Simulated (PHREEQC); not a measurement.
1 kg of water holding 0.35 mol KCl meets 20 L of dry gas (CO2 1 by moles) at fixed total pressure, at 25 °C; fugacities by Peng-Robinson. The gases take part in no redox reaction, some water evaporates into the gas, and hydrates or a liquid gas phase aren't modelled. No solid was allowed to form.

Computed with PHREEQC (Pitzer model, pitzer.dat).

```tsv
P (atm)	dissolved CO2 (all carbonate carbon) (mol/kgw)	φ of CO2	pH
1	0.0319	0.994	3.89
2	0.0644	0.989	3.74
3	0.0964	0.983	3.65
5	0.159	0.972	3.54
7.5	0.236	0.959	3.46
10	0.310	0.945	3.40
15	0.450	0.919	3.32
20	0.581	0.892	3.27
30	0.814	0.840	3.19
40	1.01	0.789	3.15
```
